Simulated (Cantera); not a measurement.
A Cantera script and what it prints.

```python
import numpy as np
import cantera as ct

gas_names = [...]  # 109 gases of nasa_gas.yaml made of C, Cl, H, Si
cond_names = """
    C(gr) C6H6(L) C7H8(L) C8H18(L),n-octa Si(cr) Si(L) SiC(b)
""".split()


# ... load() reads the species with a 1 bar reference pressure and builds the phases ...
atoms = {
    'SiHCl3': {'Si': 1, 'H': 1, 'CL': 3},
    'C3H8': {'C': 3, 'H': 8},
    'H2': {'H': 2},
}
top_T = {'C(gr)': 4500, 'SiC(b)': 3050}  # K; cautious upper limits of use, not melting points


# ... equilibrate(T, P, feed) seeds the gas with the atoms and calls Mixture.equilibrate('TP', solver="vcs", rtol=1e-11, max_steps=5000) ...
results = []
feed = {'SiHCl3': 1, 'C3H8': 0.055, 'H2': 10}  # mol
T = 1848  # K
for P in [100, 320, 1000, 3200, 10000, 32000, 100000]:
    mix = equilibrate(T, P, feed)
    results.append((T, P, feed, dict(zip(mix.species_names, mix.species_moles))))

top = {s: max(r[3][s] / sum(r[3][g] for g in gas_names) for r in results) for s in gas_names}
cols = sorted((s for s in top if top[s] > 0.001), key=lambda s: -top[s])[:8]
seen = [c for c in cond_names if any(r[3].get(c, 0) > 1e-12 for r in results)]
print("log10 of partial pressures in bar; condensed amounts in mol")
print(f"{'P/Pa':>10s}" + "".join(f"{s[:9]:>10s}" for s in cols + seen))
for T, P, feed, n in results:
    ng = sum(n[g] for g in gas_names)
    print(f"{P:10.4g}" + "".join(f"{np.log10(max(n[s] / ng * P / 1e5, 1e-99)):10.3f}" for s in cols)
          + "".join(f"{n.get(c, 0):10.4g}" for c in seen))
```

It prints:

```
log10 of partial pressures in bar; condensed amounts in mol
      P/Pa        H2       HCL     SiCL2         H        Si     SiCL3      SiCL        CL     Si(L)    SiC(b)
       100    -3.100    -3.905    -4.247    -4.826    -5.203    -6.988    -5.740    -5.749   0.02549    0.1639
       320    -2.590    -3.394    -3.736    -4.570    -5.203    -6.220    -5.484    -5.493   0.08647    0.1647
      1000    -2.092    -2.896    -3.238    -4.322    -5.203    -5.475    -5.236    -5.245    0.1064    0.1649
      3200    -1.586    -2.391    -2.734    -4.068    -5.203    -4.717    -4.983    -4.992    0.1136     0.165
     1e+04    -1.090    -1.897    -2.241    -3.821    -5.203    -3.979    -4.737    -4.746    0.1161     0.165
   3.2e+04    -0.584    -1.394    -1.743    -3.568    -5.203    -3.231    -4.488    -4.497     0.117    0.1649
     1e+05    -0.088    -0.906    -1.261    -3.320    -5.203    -2.509    -4.247    -4.256     0.117    0.1648
```

Equilibrium computed with Cantera from the NASA thermochemical tables; the gas is ideal and each condensed phase is pure. Mutual solubility and eutectic melting of coexisting phases are not modelled. The tables' values for SiCl3, SiCl are old estimates; treat these amounts as uncertain. Gases not in the tables: Si2H6 and higher silanes.
